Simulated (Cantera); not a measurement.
An adiabatic, constant-pressure homogeneous reactor starts with CO : H2 : O2 : N2 : H2O = 1 : 0.67 : 0.439 : 1.65 : 0.11 (molar parts), equivalence ratio 1.9, at 1400 K and 15000 Torr. Integrator tolerance rtol = 1e-08.

Cantera simulation using GRI-Mech 3.0 (53 species, 325 reactions); the numbers are that mechanism's predictions, not measurements. The hydrogen kinetics of GRI-Mech 3.0 are dated; newer H2 mechanisms differ, most at raised pressure. The pressure lies above the range GRI-Mech 3.0 was tuned for (to about 10 atm).

What does this change do: pressure from 15000 Torr to 2100 Torr?


| quantity | before | after |
|---|---|---|
| time of steepest temperature rise | 2.90 µs | 9.47 µs |
| temperature at 0.200 s | 2905 K | 2806 K |
| equilibrium temperature | 2905 K | 2806 K |
| x(CO) at 0.200 s | 0.188 (gas-phase equilibrium 0.188) | 0.190 (gas-phase equilibrium 0.190) |
| x(H2) at 0.200 s | 0.0452 (gas-phase equilibrium 0.0452) | 0.0466 (gas-phase equilibrium 0.0466) |
| x(O2) at 0.200 s | 0.000777 (gas-phase equilibrium 0.000777) | 0.00228 (gas-phase equilibrium 0.00228) |
| x(OH) at 0.200 s | 0.00662 (gas-phase equilibrium 0.00662) | 0.0109 (gas-phase equilibrium 0.0109) |
| x(NO) at 0.200 s | 0.00201 (gas-phase equilibrium 0.00201) | 0.00300 (gas-phase equilibrium 0.00300) |
| x(H2O2) at 0.200 s | 3.24e-7 (gas-phase equilibrium 3.24e-7) | 1.68e-7 (gas-phase equilibrium 1.68e-7) |

What does this change do: pressure from 15000 Torr to 750 Torr?


```json
[
 {"quantity": "time of steepest temperature rise", "before": "2.90 µs", "after": "25.4 µs"},
 {"quantity": "temperature at 0.200 s", "before": "2905 K", "after": "2741 K"},
 {"quantity": "equilibrium temperature", "before": "2905 K", "after": "2741 K"},
 {"quantity": "x(CO) at 0.200 s", "before": "0.188 (gas-phase equilibrium 0.188)", "after": "0.191 (gas-phase equilibrium 0.191)"},
 {"quantity": "x(H2) at 0.200 s", "before": "0.0452 (gas-phase equilibrium 0.0452)", "after": "0.0475 (gas-phase equilibrium 0.0475)"},
 {"quantity": "x(O2) at 0.200 s", "before": "0.000777 (gas-phase equilibrium 0.000777)", "after": "0.00346 (gas-phase equilibrium 0.00346)"},
 {"quantity": "x(OH) at 0.200 s", "before": "0.00662 (gas-phase equilibrium 0.00662)", "after": "0.0131 (gas-phase equilibrium 0.0131)"},
 {"quantity": "x(NO) at 0.200 s", "before": "0.00201 (gas-phase equilibrium 0.00201)", "after": "0.00336 (gas-phase equilibrium 0.00336)"},
 {"quantity": "x(H2O2) at 0.200 s", "before": "3.24e-7 (gas-phase equilibrium 3.24e-7)", "after": "1.07e-7 (gas-phase equilibrium 1.07e-7)"}
]
```
